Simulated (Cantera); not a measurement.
Feed: 1 mol TEOS, 21 mol N2O, held at 10000 Pa.

Method: chemical equilibrium by Gibbs-energy minimisation in Cantera with the NASA 1993 tables (ideal gas, pure condensed phases). Candidate condensed phases: C, C6H6, C7H8, C8H18, H2O, Si, SiC, SiO2, Si2N2O, Si3N4; 151 gas species. The feed counts by its element totals alone. The tables hold silica as quartz up to 1696 K and as liquid above; real silica turns to tridymite and cristobalite and melts near 1996 K. Gases not in the tables: Si(OH)4. Equilibrium is a limit: real reactors are often held back by kinetics, nucleation or transport.

Q: Which condensed phases are stable at each of these points (T (K)): 1550, 1600, 1650, 1700, 1750, 1800, 1850, 1900, 1950?

A: 
| T (K) | condensed phases | Si condensed (%) |
|---|---|---|
| 1550 | SiO2(β-quartz) | 100.0 |
| 1600 | SiO2(β-quartz) | 100.0 |
| 1650 | SiO2(β-quartz) | 100.0 |
| 1700 | SiO2(condensed) | 100.0 |
| 1750 | SiO2(condensed) | 100.0 |
| 1800 | SiO2(condensed) | 100.0 |
| 1850 | SiO2(condensed) | 100.0 |
| 1900 | SiO2(condensed) | 100.0 |
| 1950 | SiO2(condensed) | 99.9 |

From 1550 K to 1650 K the condensed part is SiO2(β-quartz). From 1700 K to 1950 K the condensed part is SiO2(condensed).
